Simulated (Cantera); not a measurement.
Charge: 1 mol Si, 0.021 mol O2, 160 mol N2, held at 1302 °C and 0.000250 bar.

Cantera equilibrium calculation (NASA polynomials, part measured and part estimated; ideal gas, pure solids and liquids). Candidate condensed phases: Si, SiO2, Si2N2O, Si3N4; 16 gas species. Rates play no part.

Base state: N2 1.000, SiO 0.000263, Si 0.000193 (mole fractions); condensed: Si3N4(s).

Task: What changes in the equilibrium state with this change: pressure from 0.000250 bar to 0.130 bar?

Result: 
```tsv
species	before	after
N2	1.000	1.000
SiO	0.000263	4.30e-6
Si	0.000193	5.75e-9
Si3N4(s), mol	0.308	0.306
Si2N2O(s), mol	0	0.0413
```
Mutual solubility and eutectic melting of coexisting phases are not modelled.
